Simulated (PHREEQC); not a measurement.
Metal-bearing waste water: an equilibrium model

Dissolve 0.0037 mol/kgw CdCl2, 0.00023 mol/kgw ZnCl2 and 9.2e-05 mol/kgw NaF at 75 °C. Closed to the air; pH follows from the charge balance.

Model: ion-association model, phreeqc.dat, run in PHREEQC.

```yaml
pH: 5.59
ionic_strength: 0.00942 mol/kgw
```

```
species  molality  activity   log γ
-------  --------  --------  ------
Cl-       0.00662   0.00591  -0.049
Cd+2      0.00250   0.00160  -0.193
CdCl+     0.00117   0.00104  -0.048
Zn+2     0.000212  0.000137  -0.188
Na+       9.20e-5   8.24e-5  -0.048
F-        8.91e-5   7.96e-5  -0.049
CdCl2     3.00e-5   3.01e-5   0.001
ZnCl+     1.61e-5   1.44e-5  -0.048
```

Precipitation was switched off in this run. At this temperature some constants are extrapolated from 25 °C, and those without enthalpy data are left unchanged.
